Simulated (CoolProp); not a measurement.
Octamethylcyclotetrasiloxane (D4) at several states: fugacity coefficient from the reference equation and from simpler models built on Tc = 313.4 °C, pc = 1347 kPa, ω = 0.598; each cubic takes its own stable root.

The numbers come from the reference Helmholtz-energy equation of state, Thol 2015 in CoolProp.

| T (°C) | p (kPa) | phase | reference |
|---|---|---|---|
| 180.75 | 1900 | liquid | 0.06702 |
| 60.55 | 23.7 | liquid | 0.05586 |
| 141.85 | 5760 | liquid | 0.01191 |
| 138.65 | 83.8 | liquid | 0.4097 |
| 337.45 | 60.9 | gas | 0.9864 |

Task: How far does each simpler model (van der Waals, Redlich-Kwong, Soave-Redlich-Kwong, Peng-Robinson) lie from the reference over these 5 states: mean and median of the absolute difference, and the worst?

Result: 
- van der Waals: mean 576.4 %, median 267.7 %, worst +1656.0 % at 60.55 °C and 23.7 kPa
- Redlich-Kwong: mean 307.3 %, median 130.3 %, worst +1046.3 % at 60.55 °C and 23.7 kPa
- Soave-Redlich-Kwong: mean 3.0 %, median 2.9 %, worst +6.0 % at 141.85 °C and 5760 kPa
- Peng-Robinson: mean 3.8 %, median 0.2 %, worst +16.4 % at 60.55 °C and 23.7 kPa

At some of these states van der Waals, Redlich-Kwong gives the other phase, because its saturation line lies elsewhere.
